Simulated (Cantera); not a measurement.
A closed system holds: 1 mol CH₃SiCl₃, 0.014 mol C₂H₂, 330 mol H₂, 0.55 mol HCl, equilibrated at 133 Pa.

These are equilibrium values from Cantera (NASA tables, ideal gas, pure condensed phases), not measurements of a reactor. Candidate condensed phases: C, C₆H₆, C₇H₈, C₈H₁₈, Si, SiC; 109 gas species. The feed counts by its element totals alone. The tables' values for SiCl are old estimates; treat these amounts as uncertain. The numbers say what is thermodynamically allowed, not how fast it happens.

log p: log10 of the partial pressure in bar; n: condensed amount in mol.

| T (K) | log p H₂ | log p H | log p HCl | log p Si | log p C₂H₂ (acetylene) | log p Cl | n C(graphite) | n SiC(s) |
|---|---|---|---|---|---|---|---|---|
| 1073 | -2.88 | -9.29 | -4.85 | <-14 | [?] | -11.31 | 0.00806 | 1.000 |
| 1173 | -2.88 | -8.37 | -4.85 | <-14 | [?] | -10.39 | 0.0196 | 1.000 |
| 1273 | -2.88 | -7.59 | -4.85 | -13.33 | [?] | -9.63 | 0.0239 | 1.000 |
| 1373 | -2.88 | -6.92 | -4.85 | -11.78 | [?] | -8.97 | 0.0251 | 1.000 |
| 1473 | -2.88 | -6.34 | -4.85 | -10.45 | [?] | -8.40 | 0.0232 | 0.999 |
| 1573 | -2.88 | -5.83 | -4.85 | -9.28 | [?] | -7.90 | 0.0150 | 0.999 |
| 1673 | -2.88 | -5.38 | -4.85 | -8.21 | [?] | -7.46 | 0 | 0.996 |
| 1773 | -2.88 | -4.99 | -4.85 | -7.21 | [?] | -7.07 | 0 | 0.979 |
| 1873 | -2.89 | -4.63 | -4.86 | -6.44 | [?] | -6.73 | 0 | 0.893 |
| 1973 | -2.90 | -4.32 | -4.87 | -5.81 | [?] | -6.42 | 0.0282 | 0.545 |
| 2073 | -2.91 | -4.04 | -4.89 | -5.47 | [?] | -6.15 | 0.129 | 0 |
| 2173 | -2.94 | -3.79 | -4.92 | -5.47 | [?] | -5.90 | 0 | 0 |

Problem. What belongs in the gaps?

Solution. 
- 1073, log p C₂H₂ (acetylene): -11.02
- 1173, log p C₂H₂ (acetylene): -10.09
- 1273, log p C₂H₂ (acetylene): -9.31
- 1373, log p C₂H₂ (acetylene): -8.64
- 1473, log p C₂H₂ (acetylene): -8.07
- 1573, log p C₂H₂ (acetylene): -7.57
- 1673, log p C₂H₂ (acetylene): -7.20
- 1773, log p C₂H₂ (acetylene): -7.02
- 1873, log p C₂H₂ (acetylene): -6.59
- 1973, log p C₂H₂ (acetylene): -6.09
- 2073, log p C₂H₂ (acetylene): -5.82
- 2173, log p C₂H₂ (acetylene): -5.77
